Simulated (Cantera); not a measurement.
Diamond growth

A diamond (100) surface in a fixed gas of H2 with x(CH4) = 0.0049, x(H) = 0.00031, x(CH3) = 6.2e-05, 0.0150 bar; coverages are run to steady state.

Computed with Cantera and the Harris–Goodwin 1993 mechanism for the reconstructed diamond (100) surface.

```tsv
T (K)	growth (µm/h)	θ c6HH	θ c6H*	θ c6*H	θ c6**	θ c6HM
925	0.218	0.589	0.0106	0.272	0.00403	0.0975
1000	0.145	0.583	0.0171	0.350	0.00704	0.0310
1075	0.0580	0.555	0.0239	0.403	0.0101	0.00531
1150	0.0350	0.525	0.0303	0.430	0.0123	0.000829
1225	0.0300	0.510	0.0360	0.439	0.0135	0.000139
1300	0.0165	0.511	0.0406	0.434	0.0138	2.52e-5
1375	0.00480	0.524	0.0441	0.418	0.0132	5.41e-6
```
θ: site fractions in the mechanism's names (c6HH fully hydrogenated, c6H* and c6*H radical sites, c6** diradical, c6HM methylated).
